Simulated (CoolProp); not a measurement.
Aqueous sodium chloride as a coolant, 21 % by mass, freezing at -17.7 °C, 1 atm.

Values from CoolProp's Melinder's fits for secondary coolants.

```
T (°C)  conductivity (W/(m K))  density (kg/m³)  Prandtl number  cp (kJ/(kg K))
------  ----------------------  ---------------  --------------  --------------
-3.7                     0.541             1166            19.6           3.353
-0.5                     0.546             1165            17.4           3.358
2.7                      0.551             1164            15.6           3.363
5.9                      0.555             1162            14.0           3.368
9.1                      0.560             1161            12.7      (withheld)
12.2                     0.565       (withheld)            11.5           3.376
15.4                     0.570             1158            10.5           3.380
18.6                (withheld)             1156            9.62           3.384
21.8                     0.580       (withheld)            8.86           3.387
25                       0.585             1153            8.19           3.389
28.2                     0.589       (withheld)      (withheld)      (withheld)
31.3                     0.594             1150            7.13           3.394
34.5                     0.599             1149            6.68           3.396
37.7                     0.604             1147            6.30           3.397
```

Task: Complete the blanks.

Result: 
- 9.1, cp (kJ/(kg K)): 3.372
- 12.2, density (kg/m³): 1159
- 18.6, conductivity (W/(m K)): 0.575
- 21.8, density (kg/m³): 1155
- 28.2, density (kg/m³): 1152
- 28.2, Prandtl number: 7.61
- 28.2, cp (kJ/(kg K)): 3.392
